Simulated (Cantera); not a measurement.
**SiH2Cl2 + HCl + N2 (silicon epitaxy and polysilicon growth)**

Input: 1 mol SiH2Cl2, 0.19 mol HCl, 17 mol N2, equilibrated at 750 Pa.

Method: chemical equilibrium by Gibbs-energy minimisation in Cantera with the NASA 1993 tables (ideal gas, pure condensed phases). Candidate condensed phases: NH4Cl, Si, Si3N4; 28 gas species. N2 is the only nitrogen source here; it is nearly inert below about 1500 K, so the nitride shown seldom forms there in practice. The tables' values for SiCl3, SiCl are old estimates; treat these amounts as uncertain. Kinetics and transport are ignored.

```csv
T (K),x N2,x HCl,x H2,x SiCl2,n Si3N4(s)
1098,0.890,0.0850,0.0168,2.29e-5,0.281
1148,0.890,0.0860,0.0163,8.51e-5,0.282
1198,0.889,0.0867,0.0159,0.000281,0.283
1248,0.889,0.0869,0.0157,0.000825,0.281
1298,0.888,0.0864,0.0159,0.00214,0.275
1348,0.887,0.0847,0.0166,0.00484,0.264
1398,0.886,0.0809,0.0183,0.00925,0.244
1448,0.885,0.0748,0.0211,0.0149,0.217
1498,0.885,0.0668,0.0249,0.0208,0.187
1548,0.885,0.0580,0.0290,0.0264,0.157
1598,0.885,0.0494,0.0331,0.0314,0.128
1648,0.885,0.0414,0.0369,0.0358,0.102
```
x: gas mole fraction; n: condensed amount in mol.

From 1098 K to 1648 K the condensed part is Si3N4(s). The main Si-bearing gas is SiCl4 at 1098 K and SiCl2 at 1648 K. The share of Si in condensed phases is highest at 1198 K (84.8 %) and lowest at 1648 K (30.7 %).
